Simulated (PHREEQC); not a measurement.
Dissolve 0.011 mol/kgw HCl, 0.0044 mol/kgw Li2SO4 and 0.0013 mol/kgw MgSO4 at 80 °C. Closed to the air; pH follows from the charge balance.

The numbers come from PHREEQC with the ion-association model, wateq4f.dat.

```json
[
 {"quantity": "pH", "before": "2.17", "after": "4.30"},
 {"quantity": "ionic strength (mol/kgw)", "before": "0.0211", "after": "0.0391"},
 {"quantity": "HSO4- (mol/kgw)", "before": "0.00331", "after": "3.94e-5"},
 {"quantity": "SO4-2 (mol/kgw)", "before": "0.00195", "after": "0.00353"}
]
```

Which change was made?
(A) Li2SO4 replaced by NH4HSO4 at the same molality
(B) HCl replaced by CuCl2 at the same molality
(C) MgSO4 left out
(D) diluted 5-fold with water

B, HCl replaced by CuCl2 at the same molality

No solid was allowed to form. Some of these states are supersaturated (in Atacamite, Tenorite (slow to form), for instance). Away from 25 °C the constants follow the database's enthalpies or fits; those with neither stay at their 25 °C values.
